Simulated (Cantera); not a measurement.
Feed: 1 mol AlN, 0.3 mol O2, 0.63 mol N2, at 4.90 Pa.

Cantera equilibrium calculation (NASA polynomials, part measured and part estimated; ideal gas, pure solids and liquids). Candidate condensed phases: Al, AlN, Al2O3; 16 gas species. Mutual solubility and eutectic melting of coexisting phases are not modelled. Kinetics and transport are ignored.

x: gas mole fraction; n: condensed amount in mol.

```json
[
 {"T (K)": "1225", "x N2": "1.00", "x Al": "1.83e-9", "x Al2O": "4.54e-12", "x Al2": "<1e-12", "x AlO": "<1e-12", "n AlN(s)": "0.600", "n Al2O3(s)": "0.200"},
 {"T (K)": "1275", "x N2": "1.00", "x Al": "2.15e-8", "x Al2O": "1.07e-10", "x Al2": "<1e-12", "x AlO": "<1e-12", "n AlN(s)": "0.600", "n Al2O3(s)": "0.200"},
 {"T (K)": "1325", "x N2": "1.00", "x Al": "___", "x Al2O": "___", "x Al2": "<1e-12", "x AlO": "<1e-12", "n AlN(s)": "0.600", "n Al2O3(s)": "0.200"},
 {"T (K)": "1375", "x N2": "1.000", "x Al": "1.73e-6", "x Al2O": "2.92e-8", "x Al2": "<1e-12", "x AlO": "5.06e-12", "n AlN(s)": "0.600", "n Al2O3(s)": "0.200"},
 {"T (K)": "1425", "x N2": "1.000", "x Al": "___", "x Al2O": "___", "x Al2": "<1e-12", "x AlO": "___", "n AlN(s)": "0.600", "n Al2O3(s)": "0.200"},
 {"T (K)": "1475", "x N2": "1.000", "x Al": "7.58e-5", "x Al2O": "3.68e-6", "x Al2": "3.49e-12", "x AlO": "3.56e-10", "n AlN(s)": "0.600", "n Al2O3(s)": "0.200"},
 {"T (K)": "1525", "x N2": "1.000", "x Al": "0.000416", "x Al2O": "3.24e-5", "x Al2": "6.63e-11", "x AlO": "2.42e-9", "n AlN(s)": "0.600", "n Al2O3(s)": "0.200"},
 {"T (K)": "1575", "x N2": "0.998", "x Al": "0.00205", "x Al2O": "0.000248", "x Al2": "1.04e-9", "x AlO": "1.45e-8", "n AlN(s)": "0.598", "n Al2O3(s)": "0.200"},
 {"T (K)": "1625", "x N2": "0.989", "x Al": "0.00917", "x Al2O": "0.00168", "x Al2": "1.39e-8", "x AlO": "7.79e-8", "n AlN(s)": "0.590", "n Al2O3(s)": "0.200"},
 {"T (K)": "1675", "x N2": "0.952", "x Al": "0.0381", "x Al2O": "0.0103", "x Al2": "1.63e-7", "x AlO": "3.80e-7", "n AlN(s)": "0.554", "n Al2O3(s)": "0.197"},
 {"T (K)": "1725", "x N2": "0.779", "x Al": "0.157", "x Al2O": "0.0631", "x Al2": "1.95e-6", "x AlO": "1.73e-6", "n AlN(s)": "0.295", "n Al2O3(s)": "0.173"}
]
```

Task: Fill in the missing entries.

Result: 
- 1325, x Al: 2.10e-7
- 1325, x Al2O: 1.97e-9
- 1425, x Al: 1.22e-5
- 1425, x Al2O: 3.58e-7
- 1425, x AlO: 4.58e-11
